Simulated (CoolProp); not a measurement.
R152A along the isobar 9.62 bar: density (kg/m³) from the reference equation and from simpler models built on Tc = 386.4 K, pc = 45.17 bar, ω = 0.275; each cubic takes its own stable root.

Values from CoolProp's reference Helmholtz-energy equation of state, Outcalt 1996. It is a modified Benedict-Webb-Rubin equation, recast in Helmholtz form.

| T (K) | phase | reference |
|---|---|---|
| 371.4 | gas | 22.79 |
| 384.3 | gas | 21.73 |
| 397.1 | gas | 20.81 |
| 410 | gas | 19.97 |
| 422.9 | gas | 19.20 |
| 435.7 | gas | 18.52 |
| 448.6 | gas | 17.88 |
| 461.4 | gas | 17.29 |
| 474.3 | gas | 16.75 |
| 487.1 | gas | 16.24 |
| 500 | gas | 15.77 |

**Question.** How far does each simpler model (ideal gas, van der Waals, Redlich-Kwong, Soave-Redlich-Kwong, Peng-Robinson) lie from the reference over these 11 states: mean and median of the absolute difference, and the worst?

**Answer.** 
- ideal gas: mean 5.7 %, median 5.3 %, worst -9.7 % at 371.4 K and 9.62 bar
- van der Waals: mean 0.8 %, median 0.4 %, worst -2.5 % at 371.4 K and 9.62 bar
- Redlich-Kwong: mean 0.4 %, median 0.3 %, worst -1.2 % at 371.4 K and 9.62 bar
- Soave-Redlich-Kwong: mean 0.5 %, median 0.5 %, worst -1.0 % at 371.4 K and 9.62 bar
- Peng-Robinson: mean 0.2 %, median 0.3 %, worst +0.3 % at 448.6 K and 9.62 bar
